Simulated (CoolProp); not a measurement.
A closed Brayton cycle with nitrogen: compressor inlet 319.15 K and 7.9 MPa, high pressure 23 MPa, turbine inlet 870 K, compressor efficiency 0.85, turbine efficiency 0.93, recuperator effectiveness 0.8 (on enthalpy, no pinch check). Each further row changes one setting.

Computed with CoolProp (reference Helmholtz-energy equation of state, Span 2000).

```json
[
 {"case": "as stated", "thermal efficiency (%)": "31.0", "net work (kJ/kg)": "88.9", "compressor to turbine work": "0.62", "compressor exit (K)": "455.1", "turbine exit (K)": "668.9"},
 {"case": "turbine inlet 820 K", "thermal efficiency (%)": "28.5", "net work (kJ/kg)": "75.4", "compressor to turbine work": "0.66", "compressor exit (K)": "455.1", "turbine exit (K)": "628.7"},
 {"case": "compressor inlet 329.15 K", "thermal efficiency (%)": "29.7", "net work (kJ/kg)": "84.0", "compressor to turbine work": "0.65", "compressor exit (K)": "469.2", "turbine exit (K)": "668.9"},
 {"case": "high pressure 19.6 MPa", "thermal efficiency (%)": "31.0", "net work (kJ/kg)": "82.8", "compressor to turbine work": "0.59", "compressor exit (K)": "432.0", "turbine exit (K)": "696.0"},
 {"case": "recuperator effectiveness 0.5", "thermal efficiency (%)": "24.9", "net work (kJ/kg)": "88.9", "compressor to turbine work": "0.62", "compressor exit (K)": "455.1", "turbine exit (K)": "668.9"}
]
```
